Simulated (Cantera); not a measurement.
Thermodynamics of chlorosilane synthesis and conversion, feed Si + HCl + H2

Feed: 1 mol Si, 0.99 mol HCl, 1 mol H2, at 0.100 bar.

Cantera equilibrium calculation (NASA polynomials, part measured and part estimated; ideal gas, pure solids and liquids). Candidate condensed phases: Si; 19 gas species. The tables' values for SiCl3 are old estimates; treat these amounts as uncertain. Kinetics and transport are ignored.

| T (K) | log p H2 | log p SiCl4 | log p SiHCl3 | log p HCl | log p SiCl3 | n Si(s) |
|---|---|---|---|---|---|---|
| 673 | -1.07 | -1.94 | -2.42 | -4.50 | -6.36 | 0.735 |
| 723 | -1.07 | -1.94 | -2.43 | -4.11 | -5.80 | 0.736 |
| 773 | -1.07 | -1.94 | -2.44 | -3.78 | -5.30 | 0.737 |
| 823 | -1.07 | -1.94 | -2.45 | -3.48 | -4.87 | 0.738 |
| 873 | -1.07 | -1.94 | -2.46 | -3.23 | -4.49 | 0.739 |
| 923 | -1.08 | -1.94 | -2.47 | -3.00 | -4.16 | 0.741 |
| 973 | -1.08 | -1.95 | -2.48 | -2.80 | -3.86 | 0.743 |
| 1023 | -1.08 | -1.96 | -2.50 | -2.62 | -3.59 | 0.746 |
log p: log10 of the partial pressure in bar; n: condensed amount in mol.

From 673 K to 1023 K the condensed part is Si(s). The main Si-bearing gas is SiCl4 throughout. The share of Si in condensed phases is highest at 1023 K (74.6 %) and lowest at 673 K (73.5 %).
